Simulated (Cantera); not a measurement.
Feed: 1 mol B, 6.9 mol NH₃, 7.7 mol N₂, equilibrated at 1752 °C.

Method: chemical equilibrium by Gibbs-energy minimisation in Cantera with the NASA 1993 tables (ideal gas, pure condensed phases). Candidate condensed phases: B, BN; 15 gas species. Equilibrium is a limit: real reactors are often held back by kinetics, nucleation or transport.

Task: Which condensed phases are stable at each of these points (P (Pa)): 10, 63, 400, 2500, 16000, 100000?

Result: 
```
P (Pa)  condensed phases  B condensed (%)
------  ----------------  ---------------
10                  B(s)             94.8
63                 BN(s)             99.1
400                BN(s)             99.8
2500               BN(s)             99.9
16000              BN(s)            100.0
100000             BN(s)            100.0
```

At 0.000100 bar the condensed part is B(s). From 0.000630 bar to 1.00 bar the condensed part is BN(s).
